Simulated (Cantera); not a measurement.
**Silicon epitaxy and polysilicon growth: Si2H6 + H2**

Input: 1 mol Si2H6, 84 mol H2, at 1375 K and 8.50 mbar.

Cantera equilibrium calculation (NASA polynomials, part measured and part estimated; ideal gas, pure solids and liquids). Candidate condensed phases: Si; 9 gas species. The feed counts by its element totals alone. Kinetics and transport are ignored.

| Property | Value |
|---|---|
| x(H2) | 1.000 |
| x(H) | 3.72e-5 |
| n(Si(s)) | 2.00 mol |
| gas amount | 87.00 mol |
